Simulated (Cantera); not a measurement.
# Thermodynamics of nitride etching, feed Si3N4 + H2

Charge: 1 mol Si3N4, a varied amount of H2, equilibrated at 0.0255 Torr.

Equilibrium computed with Cantera from the NASA thermochemical tables; the gas is ideal and each condensed phase is pure. Candidate condensed phases: Si, Si3N4; 18 gas species. Mutual solubility and eutectic melting of coexisting phases are not modelled. Equilibrium is a limit: real reactors are often held back by kinetics, nucleation or transport.

Stable condensed phases:

```
T in K \ n(H2) in mol
         1.4 1.9 2.6 3.5 4.7 6.4 8.6  12  16  22  29
   2050    A   A   A   A   A   A   A   A   A   A   A
   1950    A   A   A   A   A   A   A   A   A   A   A
   1850    B   B   B   B   B   B   B   A   A   A   A
   1750    B   B   B   B   B   B   B   B   B   B   B
   1650    B   B   B   B   B   B   B   B   B   B   B
   1550    B   B   B   B   B   B   B   B   B   B   B
   1450    C   C   B   B   B   B   B   B   B   B   B
   1350    C   C   C   C   C   C   C   C   C   C   C
   1250    C   C   C   C   C   C   C   C   C   C   C
   1150    C   C   C   C   C   C   C   C   C   C   C
   1050    D   D   D   D   D   D   D   D   D   D   D
    950    D   D   D   D   D   D   D   D   D   D   D
    850    D   D   D   D   D   D   D   D   D   D   D
    750    D   D   D   D   D   D   D   D   D   D   D
```

A: gas only; B: Si; C: Si + Si3N4; D: Si3N4.
